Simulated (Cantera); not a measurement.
An isothermal, constant-pressure homogeneous reactor starts with CH₄ : N₂ = 1 : 6.5 (molar parts), at 1825 K and 3.30 Torr. Integrator tolerance rtol = 1e-08.

Computed with Cantera and GRI-Mech 3.0 (53 species, 325 reactions). GRI-Mech 3.0 stops at C3 and has no aromatics, soot or wall deposition, so with more carbon than oxygen in the feed, carbon stays in small species such as C2H2 where larger ones or solid carbon would form. Radical loss at walls, strong at low pressure, is not modelled.

Q: What does this change do: pressure from 3.30 Torr to 52.5 Torr?

A: 
```
quantity                                            before                                    after
-----------------  ---------------------------------------  ---------------------------------------
x(CH₄) at 8.00 s   4.56e-5 (gas-phase equilibrium 2.22e-6)  5.83e-5 (gas-phase equilibrium 3.56e-5)
x(H₂) at 8.00 s        0.175 (gas-phase equilibrium 0.175)      0.176 (gas-phase equilibrium 0.176)
x(CH₃) at 8.00 s   1.28e-5 (gas-phase equilibrium 7.13e-7)  4.68e-6 (gas-phase equilibrium 2.86e-6)
x(HCN) at 8.00 s    7.58e-5 (gas-phase equilibrium 0.0763)   4.83e-5 (gas-phase equilibrium 0.0764)
x(C₂H₂) at 8.00 s    0.0587 (gas-phase equilibrium 0.0206)    0.0587 (gas-phase equilibrium 0.0206)
```
